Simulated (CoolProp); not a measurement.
Computed with CoolProp (reference Helmholtz-energy equation of state, Lemmon and Jacobsen 2000).

### Question
For R143a, give the phase and the density (kg/m³), cv (kJ/(kg K)) at -81.05 °C and 3.13 MPa; -81.05 °C and 3.76 MPa.

### Answer
- -81.05 °C and 3.13 MPa: liquid; density 1260, cv 0.824
- -81.05 °C and 3.76 MPa: liquid; density 1260, cv 0.825
